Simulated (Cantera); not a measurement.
A freely propagating, adiabatic, planar premixed flame of H2 : O2 : N2 : H2O = 0.75 : 0.962 : 3.62 : 0.78 (molar parts), equivalence ratio 0.39, unburnt at 700 K and 13300 Pa; mixture-averaged transport, grid criteria slope 0.08 and curve 0.16, no radiation.

Detailed kinetics in Cantera: the H2/O2 subset of GRI-Mech 3.0, which has no nitrogen chemistry. Burning velocities carry a grid error of a few per cent, more on coarse grids. Lean hydrogen flames are cellular in practice and burn faster than this planar one.

Q: Predict: laminar burning velocity; thermal thickness; peak x(OH); peak x(H); peak x(H2O2).

A: laminar burning velocity: 351 cm/s
thermal thickness: 5.62 mm
peak x(OH): 0.00548
peak x(H): 0.0144
peak x(H2O2): 2.17e-6
